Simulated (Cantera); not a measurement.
# Pyrogenic steam for wet oxidation

A perfectly stirred reactor is fed with 25.6 % H2, 38.2 % O2, 36.3 % N2, equivalence ratio 0.34, at 13300 Pa; it is held at 1348 K, and followed from long to short residence time.

Model: the H2/O2 subset of GRI-Mech 3.0, which has no nitrogen chemistry, integrated in Cantera. The temperature is held fixed by assumption; the heat of reaction is taken as removed at once.

```json
[
 {"τ (s)": "7.9", "x H2": "4.43e-5", "x O2": "0.291", "x H2O": "0.293", "x H": "2.51e-6", "x HO2": "1.17e-6", "x O": "4.71e-5"},
 {"τ (s)": "2.0", "x H2": "0.000111", "x O2": "0.291", "x H2O": "0.293", "x H": "1.01e-5", "x HO2": "2.70e-6", "x O": "0.000120"},
 {"τ (s)": "0.51", "x H2": "0.000274", "x O2": "0.291", "x H2O": "0.292", "x H": "4.06e-5", "x HO2": "5.87e-6", "x O": "0.000305"},
 {"τ (s)": "0.13", "x H2": "0.000672", "x O2": "0.290", "x H2O": "0.291", "x H": "0.000161", "x HO2": "1.16e-5", "x O": "0.000770"},
 {"τ (s)": "0.033", "x H2": "0.00163", "x O2": "0.289", "x H2O": "0.289", "x H": "0.000637", "x HO2": "2.01e-5", "x O": "0.00193"},
 {"τ (s)": "0.0083", "x H2": "0.00389", "x O2": "0.288", "x H2O": "0.283", "x H": "0.00249", "x HO2": "2.93e-5", "x O": "0.00474"},
 {"τ (s)": "0.0021", "x H2": "0.00889", "x O2": "0.285", "x H2O": "0.270", "x H": "0.00921", "x HO2": "3.60e-5", "x O": "0.0111"},
 {"τ (s)": "0.00054", "x H2": "0.0187", "x O2": "0.280", "x H2O": "0.241", "x H": "0.0290", "x HO2": "3.75e-5", "x O": "0.0234"},
 {"τ (s)": "0.00014", "x H2": "0.0352", "x O2": "0.277", "x H2O": "0.194", "x H": "0.0627", "x HO2": "3.41e-5", "x O": "0.0374"}
]
```
x: mole fraction; the columns are a selection and need not sum to one.
